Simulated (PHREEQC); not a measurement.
Solution (20 °C): 0.1 mol Sr(NO3)2 per kg of water. Closed to the air; pH follows from the charge balance.

Equilibrium calculation in PHREEQC: ion-association model, phreeqc.dat.

This is a speciation only: nothing precipitates in the calculation.

Q: Predict the specific conductance, density.

A: specific conductance 15700 µS/cm; density 1.015 g/cm³.
